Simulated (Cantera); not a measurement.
A closed system holds: 1 mol PbO, 4 mol H₂, held at 1325 K and 0.860 bar.

Equilibrium computed with Cantera from the NASA thermochemical tables; the gas is ideal and each condensed phase is pure. Candidate condensed phases: H₂O, Pb, PbO, PbO₂, Pb₃O₄; 12 gas species. Rates play no part.

Base state: H₂ 0.747, H₂O 0.249, Pb 0.00419 (mole fractions); condensed: Pb(l).

### Question
What changes in the equilibrium state with this change: temperature from 1325 K to 673 K?

### Answer
| species | before | after |
|---|---|---|
| H₂ | 0.747 | 0.750 |
| H₂O | 0.249 | 0.250 |
| Pb | 0.00419 | <1e-9 |
| Pb(l), mol | 0.983 | 1.00 |
